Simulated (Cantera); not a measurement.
Feed: 1 mol C2H4, 0.0076 mol O2, 40 mol N2, 1.1 mol CO2, held at 1725 K and 5.78 Torr.

Equilibrium computed with Cantera from the NASA thermochemical tables; the gas is ideal and each condensed phase is pure. Candidate condensed phases: C, C6H6, C7H8, C8H18, H2O; 136 gas species. Rates play no part.

Base state: N2 0.904, CO 0.0501, H2 0.0446, HCN 0.000841, H 0.000447, HNC 2.68e-5 (mole fractions); condensed: C(graphite).

Task: What changes in the equilibrium state with this change: temperature from 1725 K to 1973 K?

Result: 
| species | before | after |
|---|---|---|
| N2 | 0.904 | 0.902 |
| CO | 0.0501 | 0.0500 |
| H2 | 0.0446 | 0.0422 |
| H | 0.000447 | 0.00316 |
| C2H2 (acetylene) | 4.11e-6 | 2.70e-5 |
| HNC | 2.68e-5 | 0.000140 |
| HCN | 0.000841 | 0.00258 |
| C(graphite), mol | 0.846 | 0.762 |
